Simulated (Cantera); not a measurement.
## Stirred combustor or abatement burner

A perfectly stirred reactor is fed with C2H6 : O2 : N2 : H2O = 1 : 5.38 : 20.2 : 3.2 (molar parts), equivalence ratio 0.65, at 3.36 atm; it is adiabatic with a 525 K inlet, and is followed from long to short residence time, starting on the burning branch (τ in s: 0.021, 0.011, 0.006, 0.0032, 0.0017, 0.00093, 0.0005, 0.00027, 0.00014, 7.6e-05, 4.1e-05, 2.2e-05).

Detailed kinetics in Cantera: GRI-Mech 3.0 (53 species, 325 reactions).

```tsv
τ (s)	T (K)	x C2H6	x O2	x H2O	x H2	x CO2
0.021	1795	2.32e-6	0.0621	0.204	0.000133	0.0655
0.011	1791	3.72e-6	0.0622	0.204	0.000196	0.0653
0.0060	1787	5.77e-6	0.0623	0.203	0.000283	0.0649
0.0032	1780	9.06e-6	0.0626	0.203	0.000415	0.0643
0.0017	1770	1.43e-5	0.0630	0.202	0.000605	0.0634
0.00093	1756	2.25e-5	0.0637	0.202	0.000855	0.0621
0.00050	1735	3.71e-5	0.0648	0.201	0.00120	0.0600
0.00027	1704	6.49e-5	0.0668	0.199	0.00166	0.0565
0.00014	1638	0.000153	0.0717	0.197	0.00239	0.0486
7.6e-5	525	0.0336	0.181	0.107	<1e-12	<1e-12
4.1e-5	525	0.0336	0.181	0.107	<1e-12	<1e-12
2.2e-5	525	0.0336	0.181	0.107	<1e-12	<1e-12
```
x: mole fraction; the columns are a selection and need not sum to one.
